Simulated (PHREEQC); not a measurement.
Dissolve 1.3 mmol/kgw CdCl2, 8.6 mmol/kgw H3BO3 and 150 mmol/kgw FeSO4 at 65 °C. Closed to the air; pH follows from the charge balance.

Computed with PHREEQC (ion-association model, wateq4f.dat).

No solid was allowed to form.

Q: Predict the pH, ionic strength.

A: pH 5.41; ionic strength 0.255 mol/kgw.

Q: In which forms is Fe present?

A: FeSO4 58 %, Fe+2 42 % of the Fe.

Complexes and solids missing from the database can't appear. Away from 25 °C the constants follow the database's enthalpies or fits; those with neither stay at their 25 °C values.
